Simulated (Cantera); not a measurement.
**Gas activation for diamond growth**

A perfectly stirred reactor is fed with CH4 : H2 : CO2 = 0.0052 : 1 : 0.0066 (molar parts), at 5200 Pa; it is held at 2875 K, and followed from long to short residence time.

Model: GRI-Mech 3.0 (53 species, 325 reactions), integrated in Cantera.

```
τ (s)       x CH4   x H2     x CO2    x CH2    x H2O2
-------  --------  -----  --------  -------  --------
1.1       1.42e-8  0.627   1.95e-6  1.16e-7    <1e-12
0.42      4.40e-8  0.637   2.03e-6  3.34e-7    <1e-12
0.15      1.93e-7  0.663   2.27e-6  1.21e-6    <1e-12
0.057     1.29e-6  0.716   3.05e-6  5.12e-6    <1e-12
0.021     1.34e-5  0.802   6.63e-6  2.03e-5    <1e-12
0.0076    9.85e-5  0.878   2.35e-5  4.35e-5    <1e-12
0.0028   0.000385  0.916   8.79e-5  6.35e-5  1.11e-12
0.0010    0.00108  0.937  0.000334  8.02e-5  1.02e-12
0.00037   0.00230  0.952   0.00115  7.71e-5    <1e-12
0.00014   0.00361  0.968   0.00328  4.12e-5    <1e-12
```
x: mole fraction; the columns are a selection and need not sum to one.
